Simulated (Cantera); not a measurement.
Cantera run:

```python
import numpy as np
import cantera as ct

gas_names = """
    C CH CH2 CH3 CH2OH CH3O CH4 CH3OH CN CO CO2 COOH C2 C2H CHCO,ketyl C2H2,acetylene C2H2,vinylidene
    CH2CO,ketene C2H3,vinyl CH3CN CH3CO,acetyl C2H4 C2H4O,ethylen CH3CHO,ethanal CH3COOH (HCOOH)2 C2H5
    C2H6 CH3OCH3 C2H5OH CCN CNC C2N2 C2O C3 C3H3,propargyl C3H4,allene C3H4,propyne C3H4,cyclo-
    C3H5,allyl C3H6,propylene C3H6,cyclo- C3H6O C3H7,n-propyl C3H7,i-propyl C3H8 C3H8O,1propanol
    C3H8O,2propanol C3O2 C4 C4H2 C4H4,1,3-cyclo- C4H6,butadiene C4H6,2-butyne C4H6,cyclo- C4H8,1-butene
    C4H8,cis2-buten C4H8,tr2-butene C4H8,isobutene C4H8,cyclo- (CH3COOH)2 C4H9,n-butyl C4H9,i-butyl
    C4H9,s-butyl C4H9,t-butyl C4H10,isobutane C4H10,n-butane C4N2 C5 C5H6,1,3cyclo- C5H8,cyclo-
    C5H10,1-pentene C5H10,cyclo- C5H11,pentyl C5H11,t-pentyl C5H12,n-pentane C5H12,i-pentane
    CH3C(CH3)2CH3 C6H2 C6H5,phenyl C6H5O,phenoxy C6H6 C6H5OH,phenol C6H10,cyclo- C6H12,1-hexene
    C6H12,cyclo- C6H13,n-hexyl C7H7,benzyl C7H8 C7H8O,cresol C7H14,1-heptene C7H15,n-heptyl
    C7H16,n-heptane C8H8,styrene C8H10,ethylbenz C8H16,1-octene C8H17,n-octyl C8H18,isooctane
    C8H18,n-octane C9H19,n-nonyl C10H8,naphthale C10H21,n-decyl C12H9,o-bipheny C12H10,bipheny H HCN HCO
    HCCN HNC HNCO HNO HNO2 HNO3 HO2 H2 HCHO,formaldehy HCOOH H2O H2O2 N NCO NH NH2 NH3 NH2OH NO NO2 NO3
    N2 N2H2 N2H4 N2O O OH O2 O3
""".split()
cond_names = """
    C(gr) C6H6(L) C7H8(L) C8H18(L),n-octa H2O(s) H2O(L)
""".split()


def load(file, names, dense=False):
    # The tables refer to 1 bar. Condensed volumes are neglected.
    table = {s.name: s for s in ct.Species.list_from_file(file)}
    out = []
    for n in names:
        d = dict(table[n].input_data)
        d["thermo"] = dict(d["thermo"], **{"reference-pressure": 1e5})
        if dense:
            d["equation-of-state"] = {"model": "constant-volume", "density": "1e6 g/cm^3"}
        out.append(ct.Species.from_dict(d))
    return out


gas = ct.Solution(thermo="ideal-gas", species=load("nasa_gas.yaml", gas_names))
cond = {s.name: ct.Solution(thermo="fixed-stoichiometry", species=[s], name=s.name)
        for s in load("nasa_condensed.yaml", cond_names, dense=True)}
atoms = {
    'C2H6': {'C': 2, 'H': 6},
    'H2O': {'H': 2, 'O': 1},
    'H2': {'H': 2},
    'NH3': {'N': 1, 'H': 3},
}
top_T = {'C(gr)': 4500}  # K; cautious upper limits of use, not melting points


def equilibrate(T, P, feed):
    n = {}
    for name, mol in feed.items():
        for a, k in atoms[name].items():
            n[a] = n.get(a, 0.0) + k * mol
    gas.TPX = T, P, n
    mass = sum(n.values()) * gas.mean_molecular_weight
    gas.equilibrate("TP")
    valid = [c for c in cond.values() if c.min_temp <= T <= top_T.get(c.name, c.max_temp)]
    mix = ct.Mixture([(gas, mass / gas.mean_molecular_weight)] + [(c, 0.0) for c in valid])
    mix.T, mix.P = T, P
    mix.equilibrate("TP", solver="vcs", rtol=1e-11, max_steps=5000)
    return mix


results = []
feed = {'C2H6': 1, 'H2O': 3.1, 'H2': 87, 'NH3': 0.045}  # mol
T = 825  # K
P = 19000  # Pa
mix = equilibrate(T, P, feed)
results.append((T, P, feed, dict(zip(mix.species_names, mix.species_moles))))
x = sorted(zip(gas.X, gas.species_names), reverse=True)
print(f"T = {T:g} K  P = {P:g} Pa  gas = {mix.phase_moles(0):.4g} mol")
print("   x: " + "  ".join(f"{s} {v:.3e}" for v, s in x if v > 1e-05))
print("   condensed (mol): " + ("  ".join(f"{mix.phase(i).name} {mix.phase_moles(i):.4g}"
      for i in range(1, mix.n_phases) if mix.phase_moles(i) > 1e-12) or "none"))
```

Result:

```
T = 825 K  P = 19000 Pa  gas = 91.56 mol
   x: H2 9.463e-01  H2O 3.163e-02  CH4 1.983e-02  CO 1.797e-03  N2 2.426e-04  CO2 2.144e-04
   condensed (mol): none
```

Method: chemical equilibrium by Gibbs-energy minimisation in Cantera with the NASA 1993 tables (ideal gas, pure condensed phases).
